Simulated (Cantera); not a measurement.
A perfectly stirred reactor is fed with 3.35 % CH4, 0.302 % C2H6, 3.12 % C3H8, 19.5 % O2, 73.1 % N2, 0.637 % H2, equivalence ratio 1.2, at 360000 Pa; it is adiabatic with a 300 K inlet, and is followed from long to short residence time, starting on the burning branch (τ in s: 0.025, 0.015, 0.0094, 0.0057, 0.0035, 0.0021, 0.0013, 0.00077, 0.00047, 0.00028, 0.00017, 0.0001, 6.4e-05).

Detailed kinetics in Cantera: GRI-Mech 3.0 (53 species, 325 reactions). GRI-Mech 3.0 was tuned for natural gas; its chemistry of propane as a main component is partial and can be far from experiment.

### Question
Predict: blow-out, bracketed by the residence times tried; x(CH4) at τ = 25.0 ms; x(C2H6) at τ = 25.0 ms; x(C3H8) at τ = 25.0 ms; x(HCO) at τ = 25.0 ms; x(C2H4) at τ = 25.0 ms; x(CH4) at τ = 1.30 ms; x(C2H6) at τ = 1.30 ms; x(C3H8) at τ = 1.30 ms; x(HCO) at τ = 1.30 ms; x(C2H4) at τ = 1.30 ms.

### Answer
```json
{
 "blow_out_bracketed_by_the_residence_times_tried": "burning at 64.0 µs, the shortest tried",
 "x(CH4) at τ = 25.0 ms": "1.99e-5",
 "x(C2H6) at τ = 25.0 ms": "3.73e-8",
 "x(C3H8) at τ = 25.0 ms": "2.90e-7",
 "x(HCO) at τ = 25.0 ms": "9.43e-8",
 "x(C2H4) at τ = 25.0 ms": "1.71e-6",
 "x(CH4) at τ = 1.30 ms": "5.68e-5",
 "x(C2H6) at τ = 1.30 ms": "4.28e-7",
 "x(C3H8) at τ = 1.30 ms": "3.01e-6",
 "x(HCO) at τ = 1.30 ms": "8.95e-7",
 "x(C2H4) at τ = 1.30 ms": "1.19e-5"
}
```
